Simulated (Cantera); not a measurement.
Charge: 1 mol trisilylamine, 0.34 mol NH3, 82 mol H2, 27 mol N2, equilibrated at 7.40 Pa.

Method: chemical equilibrium by Gibbs-energy minimisation in Cantera with the NASA 1993 tables (ideal gas, pure condensed phases). Candidate condensed phases: Si, Si3N4; 18 gas species. The feed counts by its element totals alone. Gases not in the tables: Si2H6 and higher silanes. Equilibrium is a limit: real reactors are often held back by kinetics, nucleation or transport.

Question: Which condensed phases are stable at each of these points (T (K)): 1075, 1175, 1275, 1375, 1475, 1575, 1675, 1775, 1875, 1975, 2075?

Answer: 
| T (K) | condensed phases | Si condensed (%) |
|---|---|---|
| 1075 | Si3N4(s) | 100.0 |
| 1175 | Si3N4(s) | 100.0 |
| 1275 | Si3N4(s) | 100.0 |
| 1375 | Si3N4(s) | 100.0 |
| 1475 | Si(s) | 99.7 |
| 1575 | Si(s) | 96.9 |
| 1675 | Si(s) | 76.5 |
| 1775 | gas only | 0.0 |
| 1875 | gas only | 0.0 |
| 1975 | gas only | 0.0 |
| 2075 | gas only | 0.0 |

From 1075 K to 1375 K the condensed part is Si3N4(s). From 1475 K to 1675 K the condensed part is Si(s). From 1775 K to 2075 K nothing is condensed.
